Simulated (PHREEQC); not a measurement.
Solution (25 °C): 1.3 mmol/kgw TMAH, 0.017 mmol/kgw H4SiO4 and 35 mmol/kgw CuSO4. Closed to the air; pH follows from the charge balance.

Model: ion-association model, wateq4f.dat, run in PHREEQC.

```tsv
quantity	before	after
pH	5.45	5.13
ionic strength (mol/kgw)	0.0837	0.0841
SO4-2 (mol/kgw)	0.0211	0.0208
Cu+2 (mol/kgw)	0.0198	0.0205
CuSO4 (mol/kgw)	0.0139	0.0142
Cu2(OH)2+2 (mol/kgw)	0.000625	0.000148
SI of Cu(OH)2 (Cu(OH)2)	+0.19	-0.45
SI of Quartz (SiO2)	-0.78	-0.78
```

### Question
What was changed between the two runs?
A) 0.001 mol/kgw HCl added
B) diluted 10-fold with water
C) H4SiO4 from 1.7e-05 to 1.7e-06 mol/kgw
D) temperature from 25 to 60 °C
E) 0.039 mol/kgw RbOH added

### Answer
A, 0.001 mol/kgw HCl added

No solid was allowed to form. Some of these states are supersaturated (in Brochantite, Antlerite, for instance). (CH3)4N+ isn't in the database: it is added as a free cation with an ion size of 4 Å.
